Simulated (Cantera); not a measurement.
A Cantera script and what it prints.

```python
import numpy as np
import cantera as ct

gas_names = """
    CL NH3 N HCL
""".split()
cond_names = """

""".split()


# ... load() reads the species with a 1 bar reference pressure and builds the phases ...
species = {s.name: s for s in load("nasa_gas.yaml", gas_names) + load("nasa_condensed.yaml", cond_names)}
# Each term lists the table entries of one substance; the one whose range holds T is used.
reactions = {
    '3 Cl(g) + NH3(g) = N(g) + 3 HCl(g)':
        [(-3, ['CL']), (-1, ['NH3']), (1, ['N']), (3, ['HCL'])],
}


def pick(names, T):
    return next(species[n] for n in names if species[n].thermo.min_temp <= T <= species[n].thermo.max_temp)


results = []
for label, terms in reactions.items():
    print(label)
    print("     T/K   dH/kJ  dS/(J/K)   dG/kJ   log10 K")
    for T in [2100, 2250, 2400, 2550, 2700, 2850]:
        used = [(nu, pick(names, T)) for nu, names in terms]
        dH = sum(nu * s.thermo.h(T) for nu, s in used) / 1e6
        dS = sum(nu * s.thermo.s(T) for nu, s in used) / 1e3
        dG = dH - T * dS / 1e3
        logK = -dG * 1e6 / (ct.gas_constant * T * np.log(10))
        results.append((label, T, dH, dS, dG, logK, [s.name for _, s in used]))
        print(f"{T:8g} {dH:8.1f} {dS:8.1f} {dG:8.1f} {logK:8.2f}")
```

Result:

```
3 Cl(g) + NH3(g) = N(g) + 3 HCl(g)
     T/K   dH/kJ  dS/(J/K)   dG/kJ   log10 K
    2100   -133.3     17.6   -170.4     4.24
    2250   -134.6     17.0   -173.0     4.02
    2400   -135.9     16.5   -175.5     3.82
    2550   -137.3     15.9   -177.9     3.64
    2700   -138.7     15.4   -180.3     3.49
    2850   -140.0     14.9   -182.5     3.35
```

Source: NASA polynomial tables (part measured, part estimated), evaluated in Cantera. Condensed species are held in their standard states even where they would react or evaporate.
